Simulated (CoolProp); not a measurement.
A single-stage vapour-compression cycle with the fluid: evaporating at 199.15 K (dew point), condensing at 244.15 K (bubble point), superheat 10 K, subcooling 5 K, compressor efficiency 0.9, no pressure losses. The same conditions are run with several fluids, on thermodynamics alone (safety and materials aside).

Model: reference Helmholtz-energy equation of state of each fluid (CH2F2 (R32): Tillner-Roth 1997; chlorine: Thol 2021; ethane: Bücker 2006; R143a: Lemmon and Jacobsen 2000; hydrogen sulfide: Lemmon 2006; ethylene: Smukala 2000), in CoolProp.

```csv
fluid,cooling COP,pressure ratio,discharge temperature (K),refrigerating effect (kJ/kg),volumetric capacity (kJ/m³)
CH2F2 (R32),___,10.2,347.7,349,296
chlorine,3.11,10.9,395.7,275,130
ethane,3.24,5.25,292.9,378,1430
R143a,3.40,9.58,284.6,199,228
hydrogen sulfide,3.18,___,___,492,467
ethylene,3.03,4.53,302.4,340,2620
```

### Question
What belongs in the gaps?

### Answer

- CH2F2 (R32), cooling COP: 3.20
- hydrogen sulfide, pressure ratio: 8.26
- hydrogen sulfide, discharge temperature (K): 366.6
